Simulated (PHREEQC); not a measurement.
A solution holds 0.00037 mol MnSO4 per kg of water, at 20 °C. Closed to the air; pH follows from the charge balance.

Model: ion-association model, phreeqc.dat, run in PHREEQC.

This is a speciation only: nothing precipitates in the calculation.

Problem. What pH does the model give?

Solution. pH 6.97.

Problem. In which forms is Mn present?

Solution. Mn+2 96 %, MnSO4 4.0 % of the Mn.

Species that the database lacks are ignored.
